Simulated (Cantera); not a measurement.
**Ignition delay**

Mixture: CH4 : O2 : N2 : H2O = 1 : 1 : 3.76 : 0.012 (molar parts), equivalence ratio 2.0, at 7500 Torr, adiabatic and at constant pressure. Ignition delay is the time to a rise of 400 K.

Computed with Cantera and GRI-Mech 3.0 (53 species, 325 reactions).

| T0 (K) | delay (ms) |
|---|---|
| 1025 | 75.9 |
| 1125 | 18.1 |
| 1225 | 5.09 |
| 1325 | 1.61 |
| 1425 | 0.554 |
| 1525 | 0.204 |
| 1625 | 0.0804 |

| Quantity | Value |
|---|---|
| apparent activation energy between 1425 and 1625 K | 190 kJ/mol |
